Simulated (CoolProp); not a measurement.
Properties of R1234ze(E) along the isotherm 388.1 K (Tc = 382.5 K, pc = 3635 kPa, ω = 0.313).

Values from CoolProp's reference Helmholtz-energy equation of state, Thol 2016.

```json
[
 {"p (kPa)": "1500", "phase": "gas", "Z": "0.8479", "viscosity (µPa s)": "16.4", "Prandtl number": "0.842"},
 {"p (kPa)": "3000", "phase": "gas", "Z": "0.6419", "viscosity (µPa s)": "(withheld)", "Prandtl number": "1.10"},
 {"p (kPa)": "4500", "phase": "supercritical", "Z": "0.2318", "viscosity (µPa s)": "(withheld)", "Prandtl number": "3.59"},
 {"p (kPa)": "6000", "phase": "supercritical", "Z": "0.2657", "viscosity (µPa s)": "70.0", "Prandtl number": "2.61"},
 {"p (kPa)": "7500", "phase": "supercritical", "Z": "0.3127", "viscosity (µPa s)": "78.1", "Prandtl number": "2.48"},
 {"p (kPa)": "9000", "phase": "supercritical", "Z": "(withheld)", "viscosity (µPa s)": "84.7", "Prandtl number": "2.44"},
 {"p (kPa)": "10500", "phase": "supercritical", "Z": "0.4090", "viscosity (µPa s)": "90.4", "Prandtl number": "2.43"},
 {"p (kPa)": "12000", "phase": "supercritical", "Z": "(withheld)", "viscosity (µPa s)": "95.7", "Prandtl number": "2.44"},
 {"p (kPa)": "13500", "phase": "supercritical", "Z": "0.5040", "viscosity (µPa s)": "101", "Prandtl number": "2.46"},
 {"p (kPa)": "15000", "phase": "supercritical", "Z": "0.5507", "viscosity (µPa s)": "105", "Prandtl number": "2.48"}
]
```

Question: What belongs in the gaps?

Answer: 
- 3000, viscosity (µPa s): 18.4
- 4500, viscosity (µPa s): 56.1
- 9000, Z: 0.3609
- 12000, Z: 0.4567

Viscosity comes from a separate model (Bell 2016), an estimate that may be off by 10 % or more. Thermal conductivity comes from a separate model (Perkins 2011).
